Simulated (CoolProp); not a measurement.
A single-stage vapour-compression cycle with carbonyl sulfide: evaporating at 200.15 K (dew point), condensing at 253.15 K (bubble point), superheat 10 K, subcooling 2 K, compressor efficiency 0.6, no pressure losses. Each further row changes one setting.

Model: reference Helmholtz-energy equation of state, Lemmon 2006, in CoolProp. It is a short technical equation, of lower accuracy than the large ones.

```
case                              cooling COP  pressure ratio  discharge temperature (K)  refrigerating effect (kJ/kg)  volumetric capacity (kJ/m³)
--------------------------------  -----------  --------------  -------------------------  ----------------------------  ---------------------------
as stated                                   ?            11.1                      426.9                           269                          286
evaporating temperature 205.15 K         2.07            8.35                      405.4                             ?                          378
condensing temperature 248.15 K          2.01               ?                      408.8                           275                          293
subcooling 7 K                           1.83            11.1                      426.9                           275                          293
superheat 20 K                              ?            11.1                          ?                           275                            ?
compressor efficiency 0.5                1.49            11.1                      464.7                           269                          286
```

Q: Complete the blanks.

A: 
- as stated, cooling COP: 1.78
- evaporating temperature 205.15 K, refrigerating effect (kJ/kg): 272
- condensing temperature 248.15 K, pressure ratio: 9.31
- superheat 20 K, cooling COP: 1.75
- superheat 20 K, discharge temperature (K): 443.2
- superheat 20 K, volumetric capacity (kJ/m³): 279
